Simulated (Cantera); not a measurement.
# Ignition delay

Mixture: 9.57 % CO, 0.507 % H₂, 5.55 % CH₄, 17.7 % O₂, 66.7 % N₂, at 0.410 bar, adiabatic and at constant volume. Ignition delay is the time to a rise of 400 K.

Detailed kinetics in Cantera: GRI-Mech 3.0 (53 species, 325 reactions).

| T0 (K) | delay (ms) |
|---|---|
| 1200 | 27.2 |
| 1250 | 14.4 |
| 1300 | 7.99 |
| 1350 | 4.65 |
| 1400 | 2.85 |
| 1450 | 1.84 |
| 1500 | 1.25 |
| 1550 | 0.873 |
| 1600 | 0.628 |
| 1650 | 0.461 |

```yaml
apparent activation energy between 1550 and 1650 K: 140 kJ/mol
```
